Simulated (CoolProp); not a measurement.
n-pentane at 298.15 K and 16.9 MPa flows at 3.4 m/s in a round tube of 1 mm bore and 1.5 µm roughness, fully developed (64/Re and Nu = 3.66 if laminar; Colebrook and Gnielinski if turbulent). Each further row changes one setting.

Model: reference Helmholtz-energy equation of state, Thol 2019, in CoolProp.

```
case              Reynolds number  Darcy friction factor  pressure drop (Pa/m)  heat-transfer coefficient (W/(m² K))  mass flow (kg/h)
----------------  ---------------  ---------------------  --------------------  ------------------------------------  ----------------
as stated                    9730                 0.0333                123000                                  8000              6.16
velocity 6.8 m/s            19500                 0.0290                430000                                 15300              12.3
diameter 2 mm               19500                 0.0276                 51100                                  7390              24.6
```

Viscosity comes from a separate model (Quiñones-Cisneros 2006), older than the equation that it now runs on, and unchecked against measurements. Thermal conductivity comes from a separate model (Vassiliou 2015).
